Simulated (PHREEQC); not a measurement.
Make-up at 36 °C: 0.00073 mol/kgw Na2HAsO4, 0.014 mol/kgw H2SO4 and 0.14 mol/kgw ZnSO4. Closed to the air; pH follows from the charge balance.

All values are PHREEQC results (ion-association model, wateq4f.dat), not measurements.

```
quantity                           before     after
-------------------------------  --------  --------
pH                                   2.10      1.78
ionic strength (mol/kgw)            0.278    0.0263
SO4-2 (mol/kgw)                    0.0465   0.00607
HSO4- (mol/kgw)                    0.0167   0.00791
Na+ (mol/kgw)                     0.00137   0.00144
H3AsO4 (mol/kgw)                 0.000399  0.000552
SI of Mirabilite (Na2SO4:10H2O)     -7.33     -7.69
```

What was changed between the two runs?
(A) Na2HAsO4 from 0.00073 to 7.3e-05 mol/kgw
(B) temperature from 36 to 90 °C
(C) ZnSO4 left out
(D) H2SO4 from 0.014 to 0.0028 mol/kgw

C, ZnSO4 left out

This is a speciation only: nothing precipitates in the calculation. Constants without temperature data keep their 25 °C values here. The database has no arsenate complexes of Zn.
